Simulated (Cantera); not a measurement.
Input (Python, Cantera) and output of one run.

```python
import numpy as np
import cantera as ct

gas_names = """
    H HO2 H2 H2O H2O2 O OH O2 O3 Si SiH SiH2 SiH3 SiH4 SiO SiO2 Si2 Si3
""".split()
cond_names = """
    H2O(s) H2O(L) Si(cr) Si(L) SiO2(Lqz) SiO2(hqz) SiO2(L)
""".split()


# ... load() reads the species with a 1 bar reference pressure and builds the phases ...
atoms = {
    'Si': {'Si': 1},
    'H2O': {'H': 2, 'O': 1},
    'H2': {'H': 2},
}
top_T = {}  # K; cautious upper limits of use, not melting points


# ... equilibrate(T, P, feed) seeds the gas with the atoms and calls Mixture.equilibrate('TP', solver="vcs", rtol=1e-11, max_steps=5000) ...
results = []
feed = {'Si': 1, 'H2O': 0.075, 'H2': 2.9}  # mol
P = 0.2  # Pa
for T in [1550, 1600, 1650, 1700, 1750, 1800, 1850]:
    mix = equilibrate(T, P, feed)
    results.append((T, P, feed, dict(zip(mix.species_names, mix.species_moles))))

top = {s: max(r[3][s] / sum(r[3][g] for g in gas_names) for r in results) for s in gas_names}
cols = sorted((s for s in top if top[s] > 0.0001), key=lambda s: -top[s])[:7]
seen = [c for c in cond_names if any(r[3].get(c, 0) > 1e-12 for r in results)]
print("log10 of partial pressures in bar; condensed amounts in mol")
print(f"{'T/K':>10s}" + "".join(f"{s[:9]:>10s}" for s in cols + seen))
for T, P, feed, n in results:
    ng = sum(n[g] for g in gas_names)
    print(f"{T:10.4g}" + "".join(f"{np.log10(max(n[s] / ng * P / 1e5, 1e-99)):10.3f}" for s in cols)
          + "".join(f"{n.get(c, 0):10.4g}" for c in seen))
```

Result:

```
log10 of partial pressures in bar; condensed amounts in mol
       T/K        H2         H        Si       SiO       Si2       SiH       Si3    Si(cr)
      1550    -5.727    -7.365    -7.479    -7.320   -10.222    -9.922   -10.921    0.8725
      1600    -5.749    -7.139    -7.011    -7.338    -9.614    -9.547   -10.274    0.7641
      1650    -5.803    -6.943    -6.572    -7.386    -9.044    -9.212    -9.668    0.4312
      1700    -5.870    -6.767    -6.355    -7.442    -8.899    -9.100    -9.684         0
      1750    -5.897    -6.582    -6.363    -7.452    -9.190    -9.190   -10.341         0
      1800    -5.936    -6.414    -6.377    -7.467    -9.475    -9.288   -10.978         0
      1850    -5.991    -6.264    -6.396    -7.487    -9.757    -9.396   -11.599         0
```

These are equilibrium values from Cantera (NASA tables, ideal gas, pure condensed phases), not measurements of a reactor.
